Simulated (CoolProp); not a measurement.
Octamethyltrisiloxane (MDM) along the isotherm 301.85 °C: density (kg/m³) from the reference equation and from simpler models built on Tc = 292.2 °C, pc = 14.38 bar, ω = 0.528; each cubic takes its own stable root.

Values from CoolProp's reference Helmholtz-energy equation of state, Thol 2017.

```tsv
p (bar)	phase	reference
0.455	gas	2.274
0.862	gas	4.347
1.63	gas	8.369
3.1	gas	16.51
5.87	gas	33.90
11.1	gas	80.38
21.1	supercritical	404.7
40	supercritical	485.6
75.8	supercritical	539.5
144	supercritical	590.1
```

**Question.** How far does each simpler model (van der Waals, Redlich-Kwong, Soave-Redlich-Kwong) lie from the reference over these 10 states: mean and median of the absolute difference, and the worst?

**Answer.** 
- van der Waals: mean 11.2 %, median 2.7 %, worst -26.7 % at 301.85 °C and 40 bar
- Redlich-Kwong: mean 3.3 %, median 0.3 %, worst -13.9 % at 301.85 °C and 21.1 bar
- Soave-Redlich-Kwong: mean 3.9 %, median 0.8 %, worst -17.0 % at 301.85 °C and 21.1 bar
